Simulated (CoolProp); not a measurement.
Properties of ethylene along the isobar 0.101 MPa.

Computed with CoolProp (reference Helmholtz-energy equation of state, Smukala 2000).

```json
[
 {"T (°C)": "-6.25", "phase": "gas", "Z": "0.9919", "cv (kJ/(kg K))": "1.134", "isothermal compressibility (1/MPa)": "9.982", "expansivity (1/kK)": "3.840"},
 {"T (°C)": "7.85", "phase": "gas", "Z": "0.9931", "cv (kJ/(kg K))": "[?]", "isothermal compressibility (1/MPa)": "9.970", "expansivity (1/kK)": "3.635"},
 {"T (°C)": "21.95", "phase": "gas", "Z": "0.9941", "cv (kJ/(kg K))": "1.224", "isothermal compressibility (1/MPa)": "9.960", "expansivity (1/kK)": "3.451"},
 {"T (°C)": "36.05", "phase": "gas", "Z": "0.9949", "cv (kJ/(kg K))": "1.271", "isothermal compressibility (1/MPa)": "9.952", "expansivity (1/kK)": "3.287"},
 {"T (°C)": "50.15", "phase": "gas", "Z": "0.9956", "cv (kJ/(kg K))": "[?]", "isothermal compressibility (1/MPa)": "9.945", "expansivity (1/kK)": "3.137"},
 {"T (°C)": "64.15", "phase": "gas", "Z": "0.9961", "cv (kJ/(kg K))": "1.370", "isothermal compressibility (1/MPa)": "9.940", "expansivity (1/kK)": "3.002"},
 {"T (°C)": "78.25", "phase": "gas", "Z": "0.9966", "cv (kJ/(kg K))": "[?]", "isothermal compressibility (1/MPa)": "9.935", "expansivity (1/kK)": "2.878"},
 {"T (°C)": "92.35", "phase": "gas", "Z": "0.9970", "cv (kJ/(kg K))": "1.470", "isothermal compressibility (1/MPa)": "9.930", "expansivity (1/kK)": "2.763"},
 {"T (°C)": "106.45", "phase": "gas", "Z": "0.9974", "cv (kJ/(kg K))": "[?]", "isothermal compressibility (1/MPa)": "9.927", "expansivity (1/kK)": "2.658"},
 {"T (°C)": "120.55", "phase": "gas", "Z": "0.9977", "cv (kJ/(kg K))": "[?]", "isothermal compressibility (1/MPa)": "9.924", "expansivity (1/kK)": "2.561"},
 {"T (°C)": "134.65", "phase": "gas", "Z": "0.9980", "cv (kJ/(kg K))": "1.621", "isothermal compressibility (1/MPa)": "9.921", "expansivity (1/kK)": "2.470"},
 {"T (°C)": "148.65", "phase": "gas", "Z": "0.9982", "cv (kJ/(kg K))": "1.670", "isothermal compressibility (1/MPa)": "9.919", "expansivity (1/kK)": "2.387"},
 {"T (°C)": "162.75", "phase": "gas", "Z": "0.9984", "cv (kJ/(kg K))": "[?]", "isothermal compressibility (1/MPa)": "9.917", "expansivity (1/kK)": "2.308"},
 {"T (°C)": "176.85", "phase": "gas", "Z": "0.9986", "cv (kJ/(kg K))": "[?]", "isothermal compressibility (1/MPa)": "9.915", "expansivity (1/kK)": "2.235"}
]
```

Question: Some entries are withheld; supply them.

Answer: 
- 7.85, cv (kJ/(kg K)): 1.178
- 50.15, cv (kJ/(kg K)): 1.320
- 78.25, cv (kJ/(kg K)): 1.420
- 106.45, cv (kJ/(kg K)): 1.521
- 120.55, cv (kJ/(kg K)): 1.571
- 162.75, cv (kJ/(kg K)): 1.718
- 176.85, cv (kJ/(kg K)): 1.766
